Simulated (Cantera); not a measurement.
What does this Cantera script print?

```python
import numpy as np
import cantera as ct

gas = ct.Solution("gri30.yaml")
gas.TPX = 1023, 64, {'C3H8': 1, 'H2': 30}
reactor = ct.IdealGasConstPressureReactor(gas, energy="off", clone=False)
net = ct.ReactorNet([reactor])
net.rtol, net.atol = 1e-08, 1e-18
show = ['C3H8', 'H2', 'C2H6', 'C2H2', 'H', 'C2H4']
times = np.geomspace(8e-06, 20, 15)

steps = ct.SolutionArray(gas, extra=["t"])
rows = []
print(f"{'t/s':>10s}{'T/K':>9s}{'P/Pa':>11s}" + "".join(f"{s:>11s}" for s in show))
for t in times:
    while net.time < t:
        t_next = net.step()
        steps.append(gas.state, t=t_next)
    rows.append([np.interp(t, steps.t, y) for y in (steps.T, steps.P, *steps(*show).X.T)])
    print(f"{t:10.3e}{rows[-1][0]:9.1f}{rows[-1][1]:11.4g}" + "".join(f"{x:11.3e}" for x in rows[-1][2:]))
rate = np.gradient(steps.T, steps.t)
print("integrator steps:", len(steps.t))
if steps.T.max() > steps.T[0] + 200:
    print(f"time of steepest temperature rise: {steps.t[rate.argmax()]:.4e} s")
gas.TPX = 1023, 64, {'C3H8': 1, 'H2': 30}
gas.equilibrate("TP")
print(f"equilibrium (TP): T = {gas.T:.1f} K  " + "  ".join(f"{s} {gas[s].X[0]:.3e}" for s in show))
```

Result:

```
       t/s      T/K       P/Pa       C3H8         H2       C2H6       C2H2          H       C2H4
 8.000e-06   1023.0         64  3.226e-02  9.677e-01  4.418e-14  2.435e-25  2.877e-13  7.013e-14
 2.291e-05   1023.0         64  3.226e-02  9.677e-01  3.616e-13  5.679e-24  2.346e-12  5.750e-13
 6.563e-05   1023.0         64  3.226e-02  9.677e-01  2.949e-12  1.321e-22  1.898e-11  4.727e-12
 1.880e-04   1023.0         64  3.226e-02  9.677e-01  2.411e-11  3.179e-21  1.519e-10  4.029e-11
 5.384e-04   1023.0         64  3.226e-02  9.677e-01  1.962e-10  8.364e-20  1.164e-09  3.850e-10
 1.542e-03   1023.0         64  3.226e-02  9.677e-01  1.576e-09  2.730e-18  7.984e-09  4.444e-09
 4.416e-03   1023.0         64  3.226e-02  9.677e-01  1.216e-08  1.411e-16  4.302e-08  5.546e-08
 1.265e-02   1023.0         64  3.226e-02  9.677e-01  8.459e-08  1.501e-14  1.699e-07  6.073e-07
 3.623e-02   1023.0         64  3.225e-02  9.677e-01  4.657e-07  1.598e-12  5.653e-07  5.595e-06
 1.038e-01   1023.0         64  3.221e-02  9.677e-01  1.815e-06  1.344e-10  1.742e-06  4.743e-05
 2.972e-01   1023.0         64  3.185e-02  9.674e-01  5.644e-06  9.867e-09  5.095e-06  3.894e-04
 8.512e-01   1023.0         64  2.915e-02  9.648e-01  1.751e-05  6.514e-07  1.404e-05  2.986e-03
 2.438e+00   1023.0         64  1.577e-02  9.523e-01  5.394e-05  2.904e-05  3.176e-05  1.589e-02
 6.983e+00   1023.0         64  1.475e-03  9.388e-01  4.038e-05  3.066e-04  2.401e-05  2.940e-02
 2.000e+01   1023.0         64  1.294e-04  9.375e-01  2.960e-05  6.151e-04  6.491e-06  3.036e-02
integrator steps: 634
equilibrium (TP): T = 1023.0 K  C3H8 9.262e-11  H2 9.135e-01  C2H6 1.422e-06  C2H2 7.401e-03  H 1.574e-07  C2H4 1.335e-03
```

Model: GRI-Mech 3.0 (53 species, 325 reactions), integrated in Cantera. GRI-Mech 3.0 was tuned for natural gas; its chemistry of propane as a main component is partial and can be far from experiment. GRI-Mech 3.0 stops at C3 and has no aromatics, soot or wall deposition, so with more carbon than oxygen in the feed, carbon stays in small species such as C2H2 where larger ones or solid carbon would form. Radical loss at walls, strong at low pressure, is not modelled.
